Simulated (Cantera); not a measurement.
A freely propagating, adiabatic, planar premixed flame of CH4 : H2 : O2 : N2 = 1 : 0.26 : 1.94 : 8.91 (molar parts), unburnt at 575 K and 710000 Pa; multicomponent+Soret transport, grid criteria slope 0.08 and curve 0.16, no radiation.

Detailed kinetics in Cantera: GRI-Mech 3.0 (53 species, 325 reactions). Burning velocities carry a grid error of a few per cent, more on coarse grids.

Q: Predict: laminar burning velocity; thermal thickness; peak x(H); peak x(C2H); peak x(CO).

A: 
```
Property                     Result
------------------------  ---------
laminar burning velocity  42.0 cm/s
thermal thickness          0.106 mm
peak x(H)                   0.00264
peak x(C2H)                 3.83e-7
peak x(CO)                   0.0371
```
